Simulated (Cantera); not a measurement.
An adiabatic, constant-pressure homogeneous reactor starts with CO : H2 : CH4 : O2 : N2 = 1 : 0.04 : 0.43 : 1.25 : 4.72 (molar parts), equivalence ratio 1.1, at 1200 K and 15.0 bar.

Cantera simulation using GRI-Mech 3.0 (53 species, 325 reactions); the numbers are that mechanism's predictions, not measurements. The pressure lies above the range GRI-Mech 3.0 was tuned for (to about 10 atm).

### Question
Predict: time of steepest temperature rise; temperature at 0.400 s; equilibrium temperature; x(CO) at 0.400 s; x(H2) at 0.400 s; x(CH2O) at 0.400 s.

### Answer
- time of steepest temperature rise: 2.35 ms
- temperature at 0.400 s: 2825 K
- equilibrium temperature: 2825 K
- x(CO) at 0.400 s: 0.0610 (gas-phase equilibrium 0.0610)
- x(H2) at 0.400 s: 0.00710 (gas-phase equilibrium 0.00710)
- x(CH2O) at 0.400 s: 2.62e-9 (gas-phase equilibrium 2.62e-9)
